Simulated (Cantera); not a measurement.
# Cu + HF (aluminium and copper etching)

Feed: 1 mol Cu, 1.3 mol HF, held at 0.0100 bar.

Method: chemical equilibrium by Gibbs-energy minimisation in Cantera with the NASA 1993 tables (ideal gas, pure condensed phases). Candidate condensed phases: Cu, CuF2; 15 gas species. Rates play no part.

From 302 °C to 1052 °C the condensed part is Cu(s). At 1202 °C the condensed part is Cu(l).

```tsv
T (°C)	x HF	x CuF	x H2	x Cu	x H2F2	x H	n Cu(s)	n Cu(l)
302	1.000	<1e-12	3.75e-12	<1e-12	5.47e-6	<1e-12	1.00	0
452	1.000	1.47e-9	8.13e-10	<1e-12	1.51e-6	<1e-12	1.00	0
602	1.000	2.00e-7	1.01e-7	5.03e-12	6.51e-7	<1e-12	1.00	0
752	1.000	6.26e-6	3.15e-6	4.15e-9	3.62e-7	7.73e-11	1.000	0
902	1.000	8.06e-5	4.04e-5	6.05e-7	2.36e-7	7.79e-9	1.000	0
1052	0.999	0.000575	0.000288	2.81e-5	1.70e-7	2.77e-7	0.999	0
1202	0.996	0.00256	0.00128	0.000536	1.32e-7	4.64e-6	0	0.996
```
x: gas mole fraction; n: condensed amount in mol.
